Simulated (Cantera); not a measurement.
Gas-phase reforming

An isothermal, constant-pressure homogeneous reactor starts with 57.6 % CH4, 25.9 % H2O, 12.1 % H2, 4.43 % N2, at 2198 K and 760 Torr.

Cantera simulation using GRI-Mech 3.0 (53 species, 325 reactions); the numbers are that mechanism's predictions, not measurements. GRI-Mech 3.0 stops at C3 and has no aromatics, soot or wall deposition, so with more carbon than oxygen in the feed, carbon stays in small species such as C2H2 where larger ones or solid carbon would form.

```
t (s)        x CH4     x H2O   x H2   x C2H6   x CH2O
--------  --------  --------  -----  -------  -------
0.000100    0.0548     0.161  0.579  6.31e-5  2.01e-5
0.000378    0.0173     0.130  0.633  7.08e-6  6.12e-6
0.00143     0.0104    0.0761  0.679  2.50e-6  2.08e-6
0.00541    0.00528    0.0195  0.725  6.12e-7  2.79e-7
0.0205     0.00137  0.000431  0.743  4.74e-8  4.39e-8
0.0775    0.000991   1.00e-6  0.743  2.81e-8  4.27e-8
0.293     0.000990   9.99e-7  0.743  2.81e-8  4.27e-8
1.11      0.000990   9.99e-7  0.743  2.81e-8  4.27e-8
4.19      0.000989   9.98e-7  0.743  2.80e-8  4.27e-8
15.9      0.000983   9.94e-7  0.743  2.77e-8  4.27e-8
60.0      0.000966   9.84e-7  0.743  2.68e-8  4.27e-8
```
x: mole fraction; the columns are a selection and need not sum to one.

Equilibrium at this temperature and pressure: CH4 0.000923, H2O 9.61e-7, H2 0.743, C2H6 2.44e-8, CH2O 4.27e-8 (gas phase only).
